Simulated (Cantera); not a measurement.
A closed system holds: 1 mol Ti, a varied amount of CH₄, 18 mol H₂, equilibrated at 0.750 Torr.

Equilibrium computed with Cantera from the NASA thermochemical tables; the gas is ideal and each condensed phase is pure. Candidate condensed phases: C, C₆H₆, C₇H₈, C₈H₁₈, Ti, TiC; 77 gas species. Mutual solubility and eutectic melting of coexisting phases are not modelled. TiC: taken at fixed stoichiometry. Condensed phases not in the tables: N, O or C dissolved in the metal. Kinetics and transport are ignored.

Stable condensed phases, one row left out:

```
T in K \ n(CH₄) in mol
         0.44 0.96  1.5    2  2.5  3.1  3.6  4.1  4.6  5.1  5.7  6.2  6.7
   2198     A    A    B    B    B    B    B    B    B    B    B    B    B
   2148     A    A    B    B    B    B    B    B    B    B    B    B    B
   2098     A    A    B    B    B    B    B    B    B    B    B    B    B
   1998     C    A    B    B    B    B    B    B    B    B    B    B    B
   1948     C    A    B    B    B    B    B    B    B    B    B    B    B
   1898     C    A    B    B    B    B    B    B    B    B    B    B    B
   1848     C    C    B    B    B    B    B    B    B    B    B    B    B
   1798     C    C    B    B    B    B    B    B    B    B    B    B    B
   1748     C    C    B    B    B    B    B    B    B    B    B    B    B
   1698     C    C    B    B    B    B    B    B    B    B    B    B    B
   1648     C    C    B    B    B    B    B    B    B    B    B    B    B
```

A: TiC; B: C + TiC; C: Ti + TiC.

Question: Give the row for 2048 K.

Answer: 0.44: Ti + TiC; 0.96: TiC; 1.5: C + TiC; 2: C + TiC; 2.5: C + TiC; 3.1: C + TiC; 3.6: C + TiC; 4.1: C + TiC; 4.6: C + TiC; 5.1: C + TiC; 5.7: C + TiC; 6.2: C + TiC; 6.7: C + TiC.
